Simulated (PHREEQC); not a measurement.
1 kg of water holding 0.61 mol NaCl, 0.0084 mol Na2SO4 and 0.34 mol NaHCO3 is evaporated at 25 °C; the solids stay in contact with the brine. No CO2 enters from the air. Only these solids could form: Burkeite, Halite, Mirabilite, Nahcolite, Natron, Thenardite, Trona.

The numbers come from PHREEQC with the Pitzer model, pitzer.dat.

Task: Predict ionic strength at water left (kg) = 0.8219, 0.171, 0.03553.

Result: 
```tsv
water left (kg)	ionic strength
0.8219	1.19
0.171	4.05
0.03553	6.73
```
